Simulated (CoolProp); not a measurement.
A single-stage vapour-compression cycle with the fluid: evaporating at 209.15 K (dew point), condensing at 243.15 K (bubble point), superheat 10 K, subcooling 0 K, compressor efficiency 0.7, no pressure losses. The same conditions are run with several fluids, on thermodynamics alone (safety and materials aside).

Values from CoolProp's reference Helmholtz-energy equation of state of each fluid (R13: Platzer 1990; R404A: Lemmon 2003; carbonyl sulfide: Lemmon 2006; fluoroethane (R161): Wu 2012; ethylene: Smukala 2000; CH3F (R41): Lemmon 2006). The equations of Platzer and Polt are older, rougher fits. Blends and air are pseudo-pure fits.

```csv
fluid,cooling COP,pressure ratio,discharge temperature (K),refrigerating effect (kJ/kg),volumetric capacity (kJ/m³)
R13,3.54,3.57,281.0,113,___
R404A,3.61,5.52,284.8,176,363
carbonyl sulfide,___,___,___,284,483
fluoroethane (R161),3.72,5.63,313.6,396,___
ethylene,3.31,___,___,335,3750
CH3F (R41),3.52,3.90,328.4,406,1690
```

**Question.** What belongs in the gaps?

**Answer.** 
- R13, volumetric capacity (kJ/m³): 1630
- carbonyl sulfide, cooling COP: 3.66
- carbonyl sulfide, pressure ratio: 4.65
- carbonyl sulfide, discharge temperature (K): 336.5
- fluoroethane (R161), volumetric capacity (kJ/m³): 265
- ethylene, pressure ratio: 2.97
- ethylene, discharge temperature (K): 299.7
